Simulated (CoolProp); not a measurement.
A single-stage vapour-compression cycle with the fluid: evaporating at 280.15 K (dew point), condensing at 331.15 K (bubble point), superheat 10 K, subcooling 2 K, compressor efficiency 0.65, no pressure losses. The same conditions are run with several fluids, on thermodynamics alone (safety and materials aside).

Computed with CoolProp (reference Helmholtz-energy equation of state of each fluid (R245fa: Akasaka 2015; R1132(E): Akasaka 2024; R407C: Lemmon 2003; propane: Lemmon 2009; sulfur dioxide: Gao 2016; ammonia: Gao 2020)). Blends and air are pseudo-pure fits.

| fluid | cooling COP | pressure ratio | discharge temperature (K) | refrigerating effect (kJ/kg) | volumetric capacity (kJ/m³) |
|---|---|---|---|---|---|
| R245fa | 2.88 | 6.02 | 351.6 | 144 | 599 |
| R1132(E) | 2.37 | 3.56 | 375.4 | 156 | 4860 |
| R407C | 2.25 | 4.54 | 376.3 | 135 | 3170 |
| propane | 2.60 | 3.48 | 358.7 | 245 | 2950 |
| sulfur dioxide | 2.92 | 5.09 | 454.9 | 312 | 1770 |
| ammonia | 2.84 | 4.50 | 455.1 | 1030 | 4300 |
